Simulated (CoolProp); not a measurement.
Vapour-liquid equilibrium of ethylbenzene (1) + p-xylene (2) at 462.7 K; x and y are mole fractions of (1).

Model: multi-fluid Helmholtz-energy mixture model, Zhou 2012 and Zhou 2012; pair parameters Bell 2016, in CoolProp.

| x | bubble pressure (kPa) | y at the bubble point | dew pressure at overall composition x (kPa) | liquid density (mol/L) |
|---|---|---|---|---|
| 0.05 | 336.6 | … | 336.5 | 6.584 |
| 0.2 | 339.8 | 0.208 | 339.6 | 6.590 |
| 0.35 | 342.5 | … | 342.3 | 6.596 |
| 0.5 | 344.8 | 0.509 | 344.7 | 6.604 |
| 0.65 | 346.9 | 0.658 | 346.8 | 6.612 |
| 0.8 | 348.8 | 0.805 | 348.8 | … |
| 0.95 | 350.8 | 0.952 | 350.7 | 6.629 |

### Question
Fill in the missing entries.

### Answer

- 0.05, y at the bubble point: 0.053
- 0.35, y at the bubble point: 0.360
- 0.8, liquid density (mol/L): 6.620

No azeotrope shows between x = 0.05 and 0.95.

The pair parameters rest on a limited set of measurements; away from them the model extrapolates.
